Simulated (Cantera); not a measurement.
Mixture: CH4 : O2 : N2 : CO2 = 1 : 2.53 : 7.34 : 1.2 (molar parts), equivalence ratio 0.79, at 1000000 Pa, adiabatic and at constant volume. Ignition delay is the time to a rise of 400 K.

Cantera simulation using GRI-Mech 3.0 (53 species, 325 reactions); the numbers are that mechanism's predictions, not measurements.

What does this change do: pressure from 1000000 Pa to 2600000 Pa?


| quantity | before | after |
|---|---|---|
| delay at 1000 K | 69.2 ms | 26.7 ms |
| delay at 1100 K | 14.1 ms | 5.08 ms |
| delay at 1200 K | 3.73 ms | 1.32 ms |
| delay at 1300 K | 1.16 ms | 0.423 ms |
| delay at 1400 K | 0.399 ms | 0.155 ms |
| apparent activation energy between 1300 and 1400 K | 160 kJ/mol | 150 kJ/mol |
The pressure lies above the range GRI-Mech 3.0 was tuned for (to about 10 atm).

What does this change do: pressure from 1000000 Pa to 120000 Pa?


```csv
quantity,before,after
delay at 1000 K,69.2 ms,0.726 s
delay at 1100 K,14.1 ms,0.139 s
delay at 1200 K,3.73 ms,31.3 ms
delay at 1300 K,1.16 ms,8.16 ms
delay at 1400 K,0.399 ms,2.45 ms
apparent activation energy between 1300 and 1400 K,160 kJ/mol,180 kJ/mol
```

What does this change do: pressure from 1000000 Pa to 300000 Pa?


```tsv
quantity	before	after
delay at 1000 K	69.2 ms	0.260 s
delay at 1100 K	14.1 ms	53.9 ms
delay at 1200 K	3.73 ms	13.2 ms
delay at 1300 K	1.16 ms	3.71 ms
delay at 1400 K	0.399 ms	1.17 ms
apparent activation energy between 1300 and 1400 K	160 kJ/mol	170 kJ/mol
```
